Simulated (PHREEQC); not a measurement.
A made-up water analysis in mmol/kgw, 60 °C, pH 7.62: Na 148; K 41; Ca 16.3; Mg 7.25; Cl 165; S(6) 32.6; Alkalinity (meq/kgw) 0.0518; Si 0.773.

Cl is adjusted to close the charge balance.
Valence states are taken as typed.

The numbers come from PHREEQC with the Pitzer model, pitzer.dat.

```tsv
quantity	before	after
H3SiO4- (mol/kgw)	2.14e-5	1.09e-5
HCO3- (mol/kgw)	2.14e-5	3.63e-5
MgOH+ (mol/kgw)	1.95e-6	9.76e-7
CO2 (mol/kgw)	6.67e-7	2.26e-6
CO3-2 (mol/kgw)	2.60e-7	2.21e-7
MgCO3 (mol/kgw)	9.94e-8	8.45e-8
SI of Gypsum (CaSO4:2H2O)	-0.12	-0.12
SI of SiO2(a) (SiO2)	-0.71	-0.71
```

Task: Name the change that produced these shifts.
A. pH from 7.62 to 7.32 at the same alkalinity
B. Na from 148 to 74 mmol/kgw
C. Mg from 7.25 to 21.8 mmol/kgw

Result: A, pH from 7.62 to 7.32 at the same alkalinity

Precipitation was switched off in this run. Constants without temperature data keep their 25 °C values here.
